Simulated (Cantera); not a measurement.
A freely propagating, adiabatic, planar premixed flame of 23.4 % H2, 16.1 % O2, 60.5 % N2, equivalence ratio 0.73, unburnt at 400 K and 6.70 bar; multicomponent+Soret transport, grid criteria slope 0.08 and curve 0.16, no radiation.

Detailed kinetics in Cantera: the H2/O2 subset of GRI-Mech 3.0, which has no nitrogen chemistry. The hydrogen kinetics of GRI-Mech 3.0 are dated; newer H2 mechanisms differ, most at raised pressure. Burning velocities carry a grid error of a few per cent, more on coarse grids.

Problem. Predict: laminar burning velocity; thermal thickness; peak x(OH); peak x(O); peak x(H2O2).

Solution. 
```json
{
  "laminar_burning_velocity": "115 cm/s",
  "thermal_thickness": "0.0464 mm",
  "peak x(OH)": "0.00845",
  "peak x(O)": "0.00341",
  "peak x(H2O2)": "0.000217"
}
```
